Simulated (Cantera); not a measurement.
# Thermal oxidation and active oxidation of silicon: Si + CO₂ + H₂ + N₂O

A closed system holds: 1 mol Si, 0.74 mol CO₂, a varied amount of H₂, 0.016 mol N₂O, equilibrated at 2100 K and 13.3 mbar.

Method: chemical equilibrium by Gibbs-energy minimisation in Cantera with the NASA 1993 tables (ideal gas, pure condensed phases). Candidate condensed phases: C, C₆H₆, C₇H₈, C₈H₁₈, H₂O, Si, SiC, SiO₂, Si₂N₂O, Si₃N₄; 151 gas species. Gases not in the tables: Si₂H₆ and higher silanes. The numbers say what is thermodynamically allowed, not how fast it happens.

```
n(H₂) (mol)   x H₂     x H     x SiO      x CO      x Si      x N₂
-----------  -----  ------  --------  --------  --------  --------
27           0.914  0.0258    0.0263    0.0251   0.00688  0.000522
36           0.928  0.0260    0.0200    0.0192   0.00544  0.000399
49           0.940  0.0262    0.0148    0.0143   0.00417  0.000298
67           0.949  0.0263    0.0109    0.0106   0.00314  0.000221
91           0.955  0.0264   0.00807   0.00785   0.00235  0.000165
120          0.959  0.0264   0.00614   0.00598   0.00180  0.000126
170          0.963  0.0265   0.00435   0.00424   0.00129   8.98e-5
230          0.966  0.0265   0.00322   0.00315  0.000956   6.67e-5
310          0.968  0.0265   0.00239   0.00234  0.000712   4.98e-5
430          0.969  0.0266   0.00173   0.00169  0.000515   3.60e-5
580          0.970  0.0266   0.00128   0.00125  0.000382   2.68e-5
790          0.971  0.0266  0.000942  0.000922  0.000281   1.97e-5
```
x: gas mole fraction; nothing condenses.

From 27 mol H₂ to 790 mol H₂ nothing is condensed. The main Si-bearing gas is SiO throughout.
